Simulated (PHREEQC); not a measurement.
CaCl2 is added in steps, without added water, to 1 kg of water holding 0.0064 mol NH3 and 0.00012 mol K2SO4, at 20 °C. Oxygen is held at 0.21 atm. CO2 from the air is kept out. Only these solids could form: Gypsum, Portlandite.

Base run: PHREEQC, ion-association model, wateq4f.dat. Each further column changes one thing. The table gives CaSO4 (mol/kgw).

```csv
CaCl2 added (mol),base,diluted 100-fold with water,K2SO4 from 0.00012 to 0.000108 mol/kgw,K2SO4 replaced by Rb2SO4 at the same molality,no solid may form
0,0,0,0,0,0
0.00064,8.55e-6,9.19e-8,7.73e-6,8.56e-6,8.55e-6
0.00096,1.17e-5,(withheld),1.05e-5,1.17e-5,1.17e-5
0.0016,1.67e-5,1.74e-7,1.51e-5,1.67e-5,1.67e-5
0.00192,1.88e-5,1.95e-7,1.69e-5,1.88e-5,1.88e-5
0.00256,2.23e-5,(withheld),(withheld),2.24e-5,2.23e-5
0.00288,2.39e-5,2.46e-7,2.15e-5,2.39e-5,2.39e-5
0.00352,2.66e-5,2.73e-7,2.40e-5,2.66e-5,2.66e-5
0.00384,2.78e-5,(withheld),(withheld),2.78e-5,2.78e-5
0.00448,3.00e-5,3.07e-7,2.70e-5,3.00e-5,3.00e-5
0.0048,3.10e-5,3.17e-7,2.79e-5,3.10e-5,3.10e-5
0.00544,3.28e-5,3.35e-7,2.96e-5,3.28e-5,3.28e-5
0.00576,3.36e-5,(withheld),(withheld),3.37e-5,3.36e-5
0.0064,3.52e-5,3.58e-7,3.17e-5,3.52e-5,3.52e-5
```

Q: Some entries are withheld; supply them.

A: 
- 0.00096, diluted 100-fold with water: 1.24e-7
- 0.00256, diluted 100-fold with water: 2.31e-7
- 0.00256, K2SO4 from 0.00012 to 0.000108 mol/kgw: 2.01e-5
- 0.00384, diluted 100-fold with water: 2.85e-7
- 0.00384, K2SO4 from 0.00012 to 0.000108 mol/kgw: 2.51e-5
- 0.00576, diluted 100-fold with water: 3.43e-7
- 0.00576, K2SO4 from 0.00012 to 0.000108 mol/kgw: 3.03e-5
